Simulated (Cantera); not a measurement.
Standard-state values (1 bar) from the NASA 1993 polynomials, evaluated with Cantera. Values are per mole of reaction as written; species without (g) are pure solids or liquids, kept so even where they would boil at 1 bar.

4 H(g) + TaO2(g) → Ta + 2 H2O(g), with ΔH° = -1154.9 kJ and ΔS° = -320.2 J/K at 300 K.

Question: How far is the shortcut ΔG° ≈ ΔH°(300 K) − T·ΔS°(300 K) from the full temperature-dependent value at 450, 650, 850, 1050, 1250, 1450, 1650, 1850, 2050, 2250, 2450 K?

Answer: 
```csv
T (K),shortcut (kJ),full (kJ),difference (kJ),difference in log10 K
450,-1010.8,-1009.6,-1.2,0.13
650,-946.7,-941.2,-5.5,0.44
850,-882.7,-870.6,-12.0,0.74
1050,-818.6,-798.5,-20.1,1.00
1250,-754.6,-725.4,-29.2,1.22
1450,-690.5,-651.5,-39.0,1.41
1650,-626.5,-577.2,-49.3,1.56
1850,-562.5,-502.5,-59.9,1.69
2050,-498.4,-427.7,-70.7,1.80
2250,-434.4,-352.7,-81.6,1.90
2450,-370.3,-277.7,-92.6,1.97
```
The shortcut ignores the heat-capacity change of the reaction.
